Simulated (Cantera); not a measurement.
Feed: 1 mol Cu₂O, 0.34 mol C, 0.35 mol N₂, held at 2123.15 K and 7.50 bar.

These are equilibrium values from Cantera (NASA tables, ideal gas, pure condensed phases), not measurements of a reactor. Candidate condensed phases: C, Cu, CuO, Cu₂O; 27 gas species. Each liquid is taken as pure. Mutual solubility and eutectic melting of coexisting phases are not modelled. Rates play no part.

Base state: N₂ 0.503, CO₂ 0.480, CO 0.00916, O₂ 0.00444, Cu 0.00168, NO 0.00122, O 3.97e-5, CuO 2.93e-5 (mole fractions); condensed: Cu(l) + Cu₂O(l).

Question: What changes in the equilibrium state with this change: 0.32 mol H₂O added?

Answer: 
```json
[
 {"species": "N₂", "before": "0.503", "after": "0.343"},
 {"species": "CO₂", "before": "0.480", "after": "0.328"},
 {"species": "H₂O", "before": "0", "after": "0.313"},
 {"species": "Cu", "before": "0.00168", "after": "0.00168"},
 {"species": "OH", "before": "0", "after": "0.00147"},
 {"species": "H₂", "before": "0", "after": "0.00119"},
 {"species": "H", "before": "0", "after": "4.52e-5"},
 {"species": "CO", "before": "0.00916", "after": "0.00626"},
 {"species": "Cu(l), mol", "before": "1.36", "after": "1.36"},
 {"species": "Cu₂O(l), mol", "before": "0.319", "after": "0.317"}
]
```
Further candidate phases: C₆H₆, C₇H₈, C₈H₁₈, Cu(OH)₂, H₂O.
